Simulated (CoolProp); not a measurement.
Properties of CH3F (R41) along the isobar 0.569 MPa.

Model: reference Helmholtz-energy equation of state, Lemmon 2006, in CoolProp. It is a short technical equation, of lower accuracy than the large ones.

```tsv
T (K)	phase	Z	expansivity (1/kK)
252.3	gas	0.9112	5.493
257.8	gas	[?]	5.211
263.4	gas	0.9249	4.964
269	gas	0.9306	[?]
274.6	gas	[?]	4.558
280.1	gas	0.9401	4.391
285.7	gas	0.9442	[?]
291.3	gas	0.9479	4.098
296.9	gas	0.9513	[?]
302.4	gas	0.9543	[?]
308	gas	0.9571	3.749
313.6	gas	0.9597	3.648
319.2	gas	[?]	[?]
324.7	gas	0.9642	3.469
```

Q: Fill in the missing entries.

A: 
- 257.8, Z: 0.9184
- 269, expansivity (1/kK): 4.749
- 274.6, Z: 0.9357
- 285.7, expansivity (1/kK): 4.238
- 296.9, expansivity (1/kK): 3.971
- 302.4, expansivity (1/kK): 3.857
- 319.2, Z: 0.9621
- 319.2, expansivity (1/kK): 3.555
